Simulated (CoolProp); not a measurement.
Chlorine along the isotherm 16.85 °C: density (kg/m³) from the reference equation and from simpler models built on Tc = 143.7 °C, pc = 7642 kPa, ω = 0.070; each cubic takes its own stable root.

Values from CoolProp's reference Helmholtz-energy equation of state, Thol 2021.

| p (kPa) | phase | reference |
|---|---|---|
| 2120 | liquid | 1422 |
| 4250 | liquid | 1428 |
| 6370 | liquid | 1433 |
| 8490 | liquid | 1438 |
| 10600 | liquid | 1443 |
| 12700 | liquid | 1448 |
| 14900 | liquid | 1453 |
| 17000 | liquid | 1458 |
| 19100 | liquid | 1462 |

How far does each simpler model (Redlich-Kwong, Soave-Redlich-Kwong) lie from the reference over these 9 states: mean and median of the absolute difference, and the worst?


- Redlich-Kwong: mean 7.5 %, median 7.4 %, worst -8.2 % at 16.85 °C and 2120 kPa
- Soave-Redlich-Kwong: mean 7.3 %, median 7.2 %, worst -7.9 % at 16.85 °C and 2120 kPa
